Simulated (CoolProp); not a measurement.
Octamethyltrisiloxane (MDM) along the isotherm 575 K: Z from the reference equation and from simpler models built on Tc = 565.4 K, pc = 14.38 bar, ω = 0.528; each cubic takes its own stable root.

Computed with CoolProp (reference Helmholtz-energy equation of state, Thol 2017).

| p (bar) | phase | reference | van der Waals | Redlich-Kwong | Soave-Redlich-Kwong | Peng-Robinson |
|---|---|---|---|---|---|---|
| 8.98 | gas | 0.7617 | 0.7834 | 0.7607 | 0.7663 | 0.7450 |
| 18 | supercritical | 0.2508 | 0.3272 | 0.2881 | 0.3087 | 0.2836 |
| 27 | supercritical | 0.3010 | 0.4128 | 0.3434 | 0.3510 | 0.3175 |
| 35.9 | supercritical | 0.3737 | 0.5110 | 0.4168 | 0.4230 | 0.3814 |
| 44.9 | supercritical | 0.4479 | 0.6099 | 0.4913 | 0.4969 | 0.4475 |
| 53.9 | supercritical | 0.5211 | 0.7074 | 0.5646 | 0.5699 | 0.5129 |
| 62.9 | supercritical | 0.5934 | 0.8034 | 0.6365 | 0.6416 | 0.5772 |
| 71.9 | supercritical | 0.6646 | 0.8981 | 0.7072 | 0.7121 | 0.6405 |
| 80.9 | supercritical | 0.7349 | 0.9916 | 0.7767 | 0.7816 | 0.7029 |
| 89.8 | supercritical | 0.8035 | 1.083 | 0.8444 | 0.8492 | 0.7638 |
| 98.8 | supercritical | 0.8722 | 1.175 | 0.9121 | 0.9168 | 0.8246 |
| 108 | supercritical | 0.9416 | 1.267 | 0.9804 | 0.9850 | 0.8861 |
| 117 | supercritical | 1.009 | 1.357 | 1.046 | 1.051 | 0.9455 |
| 126 | supercritical | 1.076 | 1.446 | 1.112 | 1.116 | 1.004 |
| 135 | supercritical | 1.142 | 1.535 | 1.177 | 1.181 | 1.063 |
| 144 | supercritical | 1.207 | 1.623 | 1.241 | 1.246 | 1.121 |
